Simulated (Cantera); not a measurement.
Cantera run, input and output.

```python
import numpy as np
import cantera as ct

gas = ct.Solution("gri30.yaml")
gas.TPX = 375, 990000, {'C3H8': 1, 'O2': 5.62, 'N2': 21.1, 'CO2': 5.7}
flame = ct.FreeFlame(gas, width=0.008)
flame.set_refine_criteria(ratio=3, slope=0.08, curve=0.16)
flame.transport_model = "mixture-averaged"
flame.solve(loglevel=0, auto=True)
z, T = flame.grid, flame.T
thick = (T[-1] - T[0]) / np.gradient(T, z).max()
show = ['C3H8', 'O2', 'CO2', 'NO', 'OH', 'N2O']
print(f"laminar burning velocity  {flame.velocity[0] * 100:.3f} cm/s")
print(f"burnt temperature         {T[-1]:.1f} K")
print(f"thermal thickness         {thick * 1e3:.4f} mm")
print(f"grid points               {len(z)}")
z0 = z[flame.heat_release_rate.argmax()]
print(f"{'z/mm':>9s}{'T/K':>9s}{'u/(m/s)':>9s}" + "".join(f"{s:>11s}" for s in show))
rows = []
for k in (-3, -2, -1.5, -1, -0.5, -0.25, 0, 0.25, 0.5, 1, 2, 4, 8):
    zz = z0 + k * thick
    rows.append([k * thick, np.interp(zz, z, T), np.interp(zz, z, flame.velocity),
                 *(np.interp(zz, z, flame.X[gas.species_index(s)]) for s in show)])
    print(f"{rows[-1][0] * 1e3:9.3f}{rows[-1][1]:9.1f}{rows[-1][2]:9.3f}" + "".join(f"{x:11.3e}" for x in rows[-1][3:]))
```

Result:

```
laminar burning velocity  8.776 cm/s
burnt temperature         1879.6 K
thermal thickness         0.1528 mm
grid points               125
     z/mm      T/K  u/(m/s)       C3H8         O2        CO2         NO         OH        N2O
   -0.459    375.8    0.088  2.991e-02  1.680e-01  1.705e-01  2.331e-11  7.719e-15  8.342e-11
   -0.306    381.8    0.089  2.988e-02  1.672e-01  1.704e-01  2.042e-10  7.887e-13  9.644e-10
   -0.229    405.5    0.095  2.976e-02  1.646e-01  1.704e-01  1.155e-09  3.193e-11  6.005e-09
   -0.153    520.3    0.123  2.866e-02  1.524e-01  1.713e-01  1.255e-08  1.822e-09  4.170e-08
   -0.076    909.9    0.219  2.010e-02  1.118e-01  1.800e-01  2.730e-07  2.309e-07  2.246e-07
   -0.038   1241.6    0.303  8.418e-03  7.672e-02  1.924e-01  1.043e-06  7.790e-06  4.312e-07
    0.000   1588.5    0.390  1.260e-04  4.081e-02  2.127e-01  2.284e-06  3.927e-04  7.487e-07
    0.038   1742.6    0.425  2.797e-09  2.662e-02  2.315e-01  3.584e-06  1.289e-03  1.122e-06
    0.076   1800.8    0.437  6.176e-14  2.230e-02  2.406e-01  4.369e-06  1.301e-03  1.295e-06
    0.153   1844.9    0.446  2.637e-21  1.934e-02  2.473e-01  5.043e-06  9.898e-04  1.235e-06
    0.306   1868.3    0.451  4.107e-30  1.784e-02  2.507e-01  5.488e-06  6.512e-04  7.952e-07
    0.611   1877.3    0.453  9.918e-37  1.731e-02  2.520e-01  5.772e-06  4.357e-04  3.564e-07
    1.223   1879.4    0.453  3.469e-38  1.720e-02  2.523e-01  6.062e-06  3.660e-04  2.274e-07
```

Cantera simulation using GRI-Mech 3.0 (53 species, 325 reactions); the numbers are that mechanism's predictions, not measurements. GRI-Mech 3.0 was tuned for natural gas; its chemistry of propane as a main component is partial and can be far from experiment. Burning velocities carry a grid error of a few per cent, more on coarse grids.
